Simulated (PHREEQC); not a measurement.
H2SO4 is added in steps, without added water, to 1 kg of water holding 0.0083 mol/kgw ZnCl2, 0.0092 mol/kgw KCl and 5.2e-05 mol/kgw NiCl2, at 25 °C. Oxygen is held at 0.21 atm. No CO2 enters from the air. Precipitation was switched off in this run.

Base run: PHREEQC, ion-association model, wateq4f.dat. Each further column changes one thing. The table gives pH.

| H2SO4 added (mol) | base | Debye-Hückel limiting law | metal-ligand complexes left out | Davies equation for every ion | all activity coefficients set to 1 |
|---|---|---|---|---|---|
| 0 | 5.56 | 5.62 | 5.65 | 5.58 | 5.41 |
| 0.001109 | 2.73 | 2.76 | 2.74 | 2.74 | 2.67 |
| 0.001997 | 2.49 | 2.52 | 2.50 | 2.50 | 2.43 |
| 0.003106 | 2.31 | 2.34 | 2.32 | 2.32 | 2.25 |
| 0.003994 | 2.21 | 2.24 | 2.22 | 2.22 | 2.15 |
| 0.005103 | 2.11 | 2.15 | 2.13 | 2.12 | 2.05 |
| 0.005991 | 2.05 | 2.08 | 2.07 | 2.06 | 1.99 |
| 0.0071 | 1.98 | 2.02 | 2.00 | 2.00 | 1.93 |
